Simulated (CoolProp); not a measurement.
Properties of hydrogen chloride along the isobar 10200 kPa.

Values from CoolProp's reference Helmholtz-energy equation of state, Thol 2018.

| T (K) | phase | Joule-Thomson coefficient (K/MPa) | isothermal compressibility (1/MPa) |
|---|---|---|---|
| 214.9 | liquid | -0.2769 | (withheld) |
| 221.2 | liquid | -0.2616 | 0.001566 |
| 227.5 | liquid | -0.2440 | 0.001718 |
| 233.7 | liquid | -0.2242 | 0.001890 |
| 240 | liquid | (withheld) | 0.002093 |
| 246.3 | liquid | (withheld) | 0.002331 |
| 252.6 | liquid | -0.1433 | 0.002612 |
| 258.9 | liquid | -0.1073 | 0.002948 |
| 265.1 | liquid | (withheld) | (withheld) |
| 271.4 | liquid | (withheld) | (withheld) |
| 277.7 | liquid | 0.04318 | 0.004487 |

Complete the blanks.


- 214.9, isothermal compressibility (1/MPa): 0.001432
- 240, Joule-Thomson coefficient (K/MPa): -0.2010
- 246.3, Joule-Thomson coefficient (K/MPa): -0.1742
- 265.1, Joule-Thomson coefficient (K/MPa): -0.06588
- 265.1, isothermal compressibility (1/MPa): 0.003350
- 271.4, Joule-Thomson coefficient (K/MPa): -0.01619
- 271.4, isothermal compressibility (1/MPa): 0.003853
